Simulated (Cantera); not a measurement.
Cantera run, input and output.

```python
import numpy as np
import cantera as ct

gas = ct.Solution("gri30.yaml")
gas.TPX = 1125, 65000, {'N2O': 1}
reactor = ct.IdealGasConstPressureReactor(gas, energy="off", clone=False)
net = ct.ReactorNet([reactor])
net.rtol, net.atol = 1e-08, 1e-18
show = ['N2O', 'NO', 'NO2', 'O', 'O2', 'N2']
times = np.geomspace(3e-05, 5, 11)

steps = ct.SolutionArray(gas, extra=["t"])
rows = []
print(f"{'t/s':>10s}{'T/K':>9s}{'P/Pa':>11s}" + "".join(f"{s:>11s}" for s in show))
for t in times:
    while net.time < t:
        t_next = net.step()
        steps.append(gas.state, t=t_next)
    rows.append([np.interp(t, steps.t, y) for y in (steps.T, steps.P, *steps(*show).X.T)])
    print(f"{t:10.3e}{rows[-1][0]:9.1f}{rows[-1][1]:11.4g}" + "".join(f"{x:11.3e}" for x in rows[-1][2:]))
rate = np.gradient(steps.T, steps.t)
print("integrator steps:", len(steps.t))
if steps.T.max() > steps.T[0] + 200:
    print(f"time of steepest temperature rise: {steps.t[rate.argmax()]:.4e} s")
gas.TPX = 1125, 65000, {'N2O': 1}
gas.equilibrate("TP")
print(f"equilibrium (TP): T = {gas.T:.1f} K  " + "  ".join(f"{s} {gas[s].X[0]:.3e}" for s in show))
```

It prints:

```
       t/s      T/K       P/Pa        N2O         NO        NO2          O         O2         N2
 3.000e-05   1125.0    6.5e+04  1.000e+00  1.230e-07  1.505e-13  4.629e-07  7.407e-07  2.006e-06
 9.984e-05   1125.0    6.5e+04  1.000e+00  5.681e-07  3.210e-12  5.037e-07  3.422e-06  7.632e-06
 3.323e-04   1125.0    6.5e+04  1.000e+00  2.070e-06  4.259e-11  5.038e-07  1.247e-05  2.648e-05
 1.106e-03   1125.0    6.5e+04  9.999e-01  7.069e-06  4.960e-10  5.038e-07  4.259e-05  8.921e-05
 3.680e-03   1125.0    6.5e+04  9.995e-01  2.370e-05  5.526e-09  5.038e-07  1.428e-04  2.979e-04
 1.225e-02   1125.0    6.5e+04  9.985e-01  7.893e-05  5.848e-08  5.037e-07  4.759e-04  9.918e-04
 4.076e-02   1125.0    6.5e+04  9.949e-01  2.618e-04  5.640e-07  5.033e-07  1.581e-03  3.293e-03
 1.356e-01   1125.0    6.5e+04  9.831e-01  8.609e-04  4.202e-06  5.017e-07  5.215e-03  1.087e-02
 4.514e-01   1125.0    6.5e+04  9.452e-01  2.769e-03  2.002e-05  4.956e-07  1.686e-02  3.514e-02
 1.502e+00   1125.0    6.5e+04  8.336e-01  8.318e-03  6.744e-05  4.756e-07  5.124e-02  1.067e-01
 5.000e+00   1125.0    6.5e+04  5.737e-01  2.064e-02  1.737e-04  4.138e-07  1.316e-01  2.738e-01
integrator steps: 663
equilibrium (TP): T = 1125.0 K  N2O 6.760e-09  NO 1.237e-04  NO2 3.110e-06  O 3.326e-09  O2 3.333e-01  N2 6.666e-01
```

Computed with Cantera and GRI-Mech 3.0 (53 species, 325 reactions). GRI-Mech 3.0 was tuned for natural gas; its chemistry of N2O as a main component is partial and can be far from experiment. The mechanism lacks the step 2 NO + O2 → 2 NO2, which can matter for NO2 below about 1400 K. The temperature is held fixed by assumption; the heat of reaction is taken as removed at once.
